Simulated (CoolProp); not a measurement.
Saturation properties of R236FA.

Model: reference Helmholtz-energy equation of state, Pan 2012, in CoolProp.

```csv
T (K),p (kPa),liquid density (kg/m³),vapour Z,surface tension (mN/m)
286.5,180.9,1399,0.9301,?
289.9,204.6,1388,0.9238,10.6
293.4,231.4,1376,0.9170,10.2
296.8,259.9,1364,0.9100,?
300.2,?,1353,0.9026,9.34
303.7,326.1,1341,0.8946,8.93
307.1,363.1,1328,?,8.53
310.6,404.4,1316,0.8776,8.12
314,447.9,1303,0.8685,7.73
317.4,494.9,1291,0.8590,7.34
320.9,547.1,1277,?,6.94
324.3,?,1264,0.8384,6.56
```

Q: Some entries are withheld; supply them.

A: 
- 286.5, surface tension (mN/m): 11.0
- 296.8, surface tension (mN/m): 9.75
- 300.2, p (kPa): 291.1
- 307.1, vapour Z: 0.8864
- 320.9, vapour Z: 0.8488
- 324.3, p (kPa): 601.6

It boils at 271.7 K under 1 atm.

Surface tension comes from a separate correlation (Mulero 2012).
